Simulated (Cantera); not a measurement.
What does this Cantera script print?

```python
import numpy as np
import cantera as ct

gas = ct.Solution("gri30.yaml")
gas.TPX = 1875, 13332, {'C2H6': 1, 'N2': 36}
reactor = ct.IdealGasConstPressureReactor(gas, energy="off", clone=False)
net = ct.ReactorNet([reactor])
net.rtol, net.atol = 1e-08, 1e-18
show = ['C2H6', 'C2H2', 'H2', 'C2H', 'CH4', 'H', 'CH3']
times = np.geomspace(9e-05, 90, 12)

steps = ct.SolutionArray(gas, extra=["t"])
rows = []
print(f"{'t/s':>10s}{'T/K':>9s}{'P/Pa':>11s}" + "".join(f"{s:>11s}" for s in show))
for t in times:
    while net.time < t:
        t_next = net.step()
        steps.append(gas.state, t=t_next)
    rows.append([np.interp(t, steps.t, y) for y in (steps.T, steps.P, *steps(*show).X.T)])
    print(f"{t:10.3e}{rows[-1][0]:9.1f}{rows[-1][1]:11.4g}" + "".join(f"{x:11.3e}" for x in rows[-1][2:]))
rate = np.gradient(steps.T, steps.t)
print("integrator steps:", len(steps.t))
if steps.T.max() > steps.T[0] + 200:
    print(f"time of steepest temperature rise: {steps.t[rate.argmax()]:.4e} s")
gas.TPX = 1875, 13332, {'C2H6': 1, 'N2': 36}
gas.equilibrate("TP")
print(f"equilibrium (TP): T = {gas.T:.1f} K  " + "  ".join(f"{s} {gas[s].X[0]:.3e}" for s in show))
```

Result:

```
       t/s      T/K       P/Pa       C2H6       C2H2         H2        C2H        CH4          H        CH3
 9.000e-05   1875.0  1.333e+04  6.944e-04  8.623e-03  2.427e-02  7.715e-06  4.686e-03  1.834e-03  8.704e-03
 3.160e-04   1875.0  1.333e+04  1.697e-05  2.044e-02  4.032e-02  5.343e-06  4.619e-03  8.872e-04  1.823e-03
 1.110e-03   1875.0  1.333e+04  3.102e-06  2.328e-02  4.480e-02  2.861e-06  3.666e-03  4.640e-04  7.135e-04
 3.896e-03   1875.0  1.333e+04  8.473e-07  2.407e-02  4.672e-02  1.889e-06  2.763e-03  3.092e-04  3.538e-04
 1.368e-02   1875.0  1.333e+04  2.765e-07  2.469e-02  4.848e-02  1.791e-06  1.675e-03  2.966e-04  2.013e-04
 4.803e-02   1875.0  1.333e+04  4.674e-08  2.526e-02  5.012e-02  2.073e-06  6.149e-04  3.468e-04  8.448e-05
 1.686e-01   1875.0  1.333e+04  3.370e-09  2.550e-02  5.083e-02  2.327e-06  1.504e-04  3.911e-04  2.309e-05
 5.921e-01   1875.0  1.333e+04  1.772e-10  2.556e-02  5.101e-02  2.411e-06  3.315e-05  4.059e-04  5.272e-06
 2.079e+00   1875.0  1.333e+04  1.228e-11  2.556e-02  5.105e-02  2.424e-06  7.298e-06  4.083e-04  1.167e-06
 7.300e+00   1875.0  1.333e+04  7.036e-12  2.556e-02  5.105e-02  2.425e-06  4.505e-06  4.085e-04  7.210e-07
 2.563e+01   1875.0  1.333e+04  7.293e-12  2.553e-02  5.105e-02  2.422e-06  4.683e-06  4.085e-04  7.494e-07
 9.000e+01   1875.0  1.333e+04  7.939e-12  2.545e-02  5.105e-02  2.415e-06  5.104e-06  4.085e-04  8.169e-07
integrator steps: 1464
equilibrium (TP): T = 1875.0 K  C2H6 2.729e-12  C2H2 4.698e-03  H2 5.106e-02  C2H 4.458e-07  CH4 3.567e-06  H 4.086e-04  CH3 5.710e-07
```

Computed with Cantera and GRI-Mech 3.0 (53 species, 325 reactions). GRI-Mech 3.0 stops at C3 and has no aromatics, soot or wall deposition, so with more carbon than oxygen in the feed, carbon stays in small species such as C2H2 where larger ones or solid carbon would form.
